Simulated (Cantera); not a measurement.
**Iron carbonyl, mercury and lead vapours: Hg + O2 + N2**

Input: 1 mol Hg, 0.017 mol O2, 2.1 mol N2, at 825 K and 66.8 Torr.

Cantera equilibrium calculation (NASA polynomials, part measured and part estimated; ideal gas, pure solids and liquids). Candidate condensed phases: Hg, HgO; 10 gas species. Equilibrium is a limit: real reactors are often held back by kinetics, nucleation or transport.

The x(N2) is 0.674 and the x(Hg) is 0.321. The x(O2) comes out as 0.00545. The gas amount is 3.117 mol and the log10 activity of Hg(l) (absent) is -2.69.
